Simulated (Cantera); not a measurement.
# Counterflow diffusion flame

A counterflow diffusion flame at 1.00 atm, nozzles 20 mm apart: fuel side 90.9 % CO, 9.09 % H₂ at 550 K, oxidiser side 27.0 % O₂, 73.0 % N₂ at 450 K, fuel mass flux 0.88 times the oxidiser's; mixture-averaged transport, no radiation.

Cantera simulation using GRI-Mech 3.0 (53 species, 325 reactions); the numbers are that mechanism's predictions, not measurements. The maximum strain rate includes the flame's own expansion and is several times the mean.

| oxidiser flux (kg/m²/s) | max strain (1/s) | mean strain (1/s) | T max (K) | peak x OH | peak x H | peak x NO | peak x CO |
|---|---|---|---|---|---|---|---|
| 0.61 | 312 | 85.9 | 2282 | 0.00937 | 0.00880 | 0.000369 | 0.915 |
| 0.77 | 387 | 108 | 2244 | 0.00935 | 0.00966 | 0.000276 | 0.915 |
| 0.98 | 483 | 138 | 2204 | 0.00933 | 0.0106 | 0.000207 | 0.915 |
| 1.3 | 630 | 183 | 2157 | 0.00922 | 0.0118 | 0.000150 | 0.915 |
| 1.6 | 766 | 225 | 2121 | 0.00907 | 0.0127 | 0.000121 | 0.914 |
| 2 | 945 | 282 | 2083 | 0.00896 | 0.0138 | 9.89e-5 | 0.914 |
| 2.6 | 1210 | 366 | 2036 | 0.00872 | 0.0150 | 7.94e-5 | 0.914 |
| 3.3 | 1520 | 465 | 1993 | 0.00848 | 0.0162 | 6.66e-5 | 0.914 |
| 4.2 | 1910 | 592 | 1948 | 0.00814 | 0.0174 | 5.64e-5 | 0.914 |
x: mole fraction; the columns are a selection and need not sum to one.
